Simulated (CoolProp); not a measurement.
Aqueous sodium chloride as a coolant, at 33 °C, 1 atm.

Model: Melinder's fits for secondary coolants, in CoolProp.

| mass % | freezing point (°C) | conductivity (W/(m K)) | viscosity (mPa s) | cp (kJ/(kg K)) | density (kg/m³) |
|---|---|---|---|---|---|
| 2.2 | -1.3 | 0.617 | 0.777 | 4.068 | 1010 |
| 4.7 | -2.9 | 0.615 | 0.815 | 3.954 | 1028 |
| 7.1 | -4.4 | 0.612 | 0.854 | … | 1045 |
| 9.6 | -6.2 | 0.610 | 0.899 | 3.754 | … |
| 12 | -8.2 | 0.607 | 0.947 | 3.666 | 1080 |
| 14.4 | -10.3 | 0.605 | 1.00 | 3.585 | 1098 |
| 16.9 | … | 0.602 | 1.07 | … | 1117 |
| 19.3 | -15.6 | 0.599 | 1.15 | 3.439 | 1136 |

Complete the blanks.


- 7.1, cp (kJ/(kg K)): 3.852
- 9.6, density (kg/m³): 1063
- 16.9, freezing point (°C): -12.8
- 16.9, cp (kJ/(kg K)): 3.507
